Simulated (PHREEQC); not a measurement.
Ca(OH)2 is added in steps, without added water, to 1 kg of water holding 0.06 mol/kgw NaH2PO4, 0.00071 mol/kgw H2SO4 and 0.0063 mol/kgw NiSO4, at 25 °C. O2 is buffered at 0.21 atm. CO2 from the air is kept out. The run lets Gypsum, Portlandite, Hydroxyapatite, Ni(OH)2, Ni3(PO4)2, Ni4(OH)6SO4, Mirabilite, Morenosite precipitate or redissolve, and no other solid.

Base run: PHREEQC, ion-association model, wateq4f.dat. Each further column changes one thing. The table gives pH.

```json
[
 {"Ca(OH)2 added (mol)": "0", "base": "3.75", "NiSO4 from 0.0063 to 0.063 mol/kgw": "3.78", "H2SO4 left out": "4.52", "H2SO4 from 0.00071 to 0.00142 mol/kgw": "3.45", "no solid may form": "3.75"},
 {"Ca(OH)2 added (mol)": "0.006375", "base": "5.32", "NiSO4 from 0.0063 to 0.063 mol/kgw": "?", "H2SO4 left out": "5.37", "H2SO4 from 0.00071 to 0.00142 mol/kgw": "5.27", "no solid may form": "6.16"},
 {"Ca(OH)2 added (mol)": "0.01275", "base": "5.51", "NiSO4 from 0.0063 to 0.063 mol/kgw": "4.24", "H2SO4 left out": "5.60", "H2SO4 from 0.00071 to 0.00142 mol/kgw": "5.44", "no solid may form": "6.57"},
 {"Ca(OH)2 added (mol)": "0.01912", "base": "5.81", "NiSO4 from 0.0063 to 0.063 mol/kgw": "4.35", "H2SO4 left out": "5.93", "H2SO4 from 0.00071 to 0.00142 mol/kgw": "?", "no solid may form": "?"},
 {"Ca(OH)2 added (mol)": "0.0255", "base": "6.15", "NiSO4 from 0.0063 to 0.063 mol/kgw": "4.47", "H2SO4 left out": "?", "H2SO4 from 0.00071 to 0.00142 mol/kgw": "6.04", "no solid may form": "7.32"},
 {"Ca(OH)2 added (mol)": "0.03188", "base": "6.44", "NiSO4 from 0.0063 to 0.063 mol/kgw": "4.65", "H2SO4 left out": "6.52", "H2SO4 from 0.00071 to 0.00142 mol/kgw": "6.36", "no solid may form": "7.96"},
 {"Ca(OH)2 added (mol)": "0.03612", "base": "6.63", "NiSO4 from 0.0063 to 0.063 mol/kgw": "4.84", "H2SO4 left out": "6.70", "H2SO4 from 0.00071 to 0.00142 mol/kgw": "?", "no solid may form": "8.37"},
 {"Ca(OH)2 added (mol)": "0.0425", "base": "6.93", "NiSO4 from 0.0063 to 0.063 mol/kgw": "5.25", "H2SO4 left out": "7.01", "H2SO4 from 0.00071 to 0.00142 mol/kgw": "6.85", "no solid may form": "8.82"},
 {"Ca(OH)2 added (mol)": "0.04888", "base": "7.34", "NiSO4 from 0.0063 to 0.063 mol/kgw": "5.33", "H2SO4 left out": "7.46", "H2SO4 from 0.00071 to 0.00142 mol/kgw": "7.22", "no solid may form": "9.19"},
 {"Ca(OH)2 added (mol)": "0.05525", "base": "8.72", "NiSO4 from 0.0063 to 0.063 mol/kgw": "5.45", "H2SO4 left out": "8.73", "H2SO4 from 0.00071 to 0.00142 mol/kgw": "?", "no solid may form": "9.54"},
 {"Ca(OH)2 added (mol)": "0.06162", "base": "9.13", "NiSO4 from 0.0063 to 0.063 mol/kgw": "?", "H2SO4 left out": "10.49", "H2SO4 from 0.00071 to 0.00142 mol/kgw": "8.71", "no solid may form": "9.90"},
 {"Ca(OH)2 added (mol)": "0.068", "base": "11.35", "NiSO4 from 0.0063 to 0.063 mol/kgw": "6.85", "H2SO4 left out": "11.44", "H2SO4 from 0.00071 to 0.00142 mol/kgw": "11.25", "no solid may form": "10.72"}
]
```

**Question.** What belongs in the gaps?

**Answer.** 
- 0.006375, NiSO4 from 0.0063 to 0.063 mol/kgw: 4.15
- 0.01912, H2SO4 from 0.00071 to 0.00142 mol/kgw: 5.70
- 0.01912, no solid may form: 6.91
- 0.0255, H2SO4 left out: 6.25
- 0.03612, H2SO4 from 0.00071 to 0.00142 mol/kgw: 6.55
- 0.05525, H2SO4 from 0.00071 to 0.00142 mol/kgw: 8.35
- 0.06162, NiSO4 from 0.0063 to 0.063 mol/kgw: 5.71

H3PO4, which wateq4f.dat lacks, is added to it with the constant of phreeqc.dat. The database has no phosphate complexes of Ni. The database's Ni(OH)2 is the aged solid; a fresh precipitate is more soluble. In at least one series the solution becomes supersaturated in solids that the run did not let form, among them Hydroxyapatite, Ni(OH)2, Ni3(PO4)2, Ni4(OH)6SO4.
